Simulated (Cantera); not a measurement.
A Cantera script and what it prints.

```python
import numpy as np
import cantera as ct

gas_names = [...]  # 110 gases of nasa_gas.yaml made of C, H, O
cond_names = """
    C(gr) C6H6(L) C7H8(L) C8H18(L),n-octa H2O(s) H2O(L)
""".split()


# ... load() reads the species with a 1 bar reference pressure and builds the phases ...
atoms = {
    'C3H6': {'C': 3, 'H': 6},
    'O2': {'O': 2},
}
top_T = {'C(gr)': 4500}  # K; cautious upper limits of use, not melting points


# ... equilibrate(T, P, feed) seeds the gas with the atoms and calls Mixture.equilibrate('TP', solver="vcs", rtol=1e-11, max_steps=5000) ...
results = []
feed = {'C3H6': 1, 'O2': 1.4}  # mol
T = 1048.15  # K
P = 10000  # Pa
mix = equilibrate(T, P, feed)
results.append((T, P, feed, dict(zip(mix.species_names, mix.species_moles))))
x = sorted(zip(gas.X, gas.species_names), reverse=True)
print(f"T = {T:g} K  P = {P:g} Pa  gas = {mix.phase_moles(0):.4g} mol")
print("   x: " + "  ".join(f"{s} {v:.3e}" for v, s in x if v > 1e-06))
print("   condensed (mol): " + ("  ".join(f"{mix.phase(i).name} {mix.phase_moles(i):.4g}"
      for i in range(1, mix.n_phases) if mix.phase_moles(i) > 1e-12) or "none"))
```

It prints:

```
T = 1048.15 K  P = 10000 Pa  gas = 5.737 mol
   x: H2 5.153e-01  CO 4.736e-01  CO2 4.963e-03  H2O 4.553e-03  CH4 1.548e-03
   condensed (mol): C(gr) 0.2457
```

These are equilibrium values from Cantera (NASA tables, ideal gas, pure condensed phases), not measurements of a reactor.
